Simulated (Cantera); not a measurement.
Charge: 1 mol Si3N4, 0.024 mol Si, 0.47 mol N2, at 1400 °C and 1 atm.

Method: chemical equilibrium by Gibbs-energy minimisation in Cantera with the NASA 1993 tables (ideal gas, pure condensed phases). Candidate condensed phases: Si, Si3N4; 7 gas species. Kinetics and transport are ignored.

Base state: N2 1.00 (mole fractions); condensed: Si3N4(s).

Task: What changes in the equilibrium state with this change: pressure from 1 atm to 91.0 Pa?

Result: 
```
species         before     after
-------------  -------  --------
N2                1.00     1.000
Si             4.09e-9  0.000460
Si2N             <1e-9   1.66e-5
Si3N4(s), mol     1.01         0
Si(s), mol           0      3.02
```
